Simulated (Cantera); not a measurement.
A perfectly stirred reactor is fed with CH3OH : O2 : N2 : H2O = 1 : 1.25 : 4.7 : 0.046 (molar parts), equivalence ratio 1.2, at 15000 Torr; it is adiabatic with a 500 K inlet, and is followed from long to short residence time, starting on the burning branch (τ in s: 0.078, 0.036, 0.016, 0.0075, 0.0034, 0.0016, 0.00072, 0.00033, 0.00015, 6.9e-05, 3.1e-05).

Computed with Cantera and GRI-Mech 3.0 (53 species, 325 reactions). GRI-Mech 3.0 was tuned for natural gas; its chemistry of methanol as a main component is partial and can be far from experiment. The pressure lies above the range GRI-Mech 3.0 was tuned for (to about 10 atm).

Predict: blow-out, bracketed by the residence times tried; x(CH3OH) at τ = 78.0 ms; x(O2) at τ = 78.0 ms; x(CO2) at τ = 78.0 ms; x(NO2) at τ = 78.0 ms; x(CH4) at τ = 78.0 ms; x(CH3OH) at τ = 1.60 ms; x(O2) at τ = 1.60 ms; x(CO2) at τ = 1.60 ms; x(NO2) at τ = 1.60 ms; x(CH4) at τ = 1.60 ms.


```
Property                                                                           Value
------------------------------------------------  --------------------------------------
blow-out, bracketed by the residence times tried  burning at 31.0 µs, the shortest tried
x(CH3OH) at τ = 78.0 ms                                                          2.74e-7
x(O2) at τ = 78.0 ms                                                             4.18e-5
x(CO2) at τ = 78.0 ms                                                             0.0859
x(NO2) at τ = 78.0 ms                                                            8.62e-9
x(CH4) at τ = 78.0 ms                                                            2.25e-6
x(CH3OH) at τ = 1.60 ms                                                          6.69e-6
x(O2) at τ = 1.60 ms                                                            0.000460
x(CO2) at τ = 1.60 ms                                                             0.0852
x(NO2) at τ = 1.60 ms                                                            2.12e-8
x(CH4) at τ = 1.60 ms                                                            1.03e-5
```
